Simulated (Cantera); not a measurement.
Standard-state values (1 bar) from the NASA 1993 polynomials, evaluated with Cantera. Values are per mole of reaction as written; species without (g) are pure solids or liquids, kept so even where they would boil at 1 bar.

P4O10(g) + 10 H2O(g) → 10 H2O2(g) + 2 P2(g), with ΔH° = 4246.5 kJ and ΔS° = 489.0 J/K at 300 K.

Problem. How far is the shortcut ΔG° ≈ ΔH°(300 K) − T·ΔS°(300 K) from the full temperature-dependent value at 375, 400, 425, 450, 475, 500, 525, 550, 575, 600 K?

Solution. 
| T (K) | shortcut (kJ) | full (kJ) | difference (kJ) | difference in log10 K |
|---|---|---|---|---|
| 375 | 4063.1 | 4063.5 | -0.3 | 0.05 |
| 400 | 4050.9 | 4051.5 | -0.6 | 0.08 |
| 425 | 4038.7 | 4039.6 | -0.9 | 0.11 |
| 450 | 4026.5 | 4027.7 | -1.3 | 0.15 |
| 475 | 4014.2 | 4015.9 | -1.7 | 0.18 |
| 500 | 4002.0 | 4004.1 | -2.1 | 0.22 |
| 525 | 3989.8 | 3992.4 | -2.6 | 0.26 |
| 550 | 3977.5 | 3980.7 | -3.2 | 0.30 |
| 575 | 3965.3 | 3969.1 | -3.8 | 0.34 |
| 600 | 3953.1 | 3957.5 | -4.4 | 0.38 |
The shortcut ignores the heat-capacity change of the reaction.
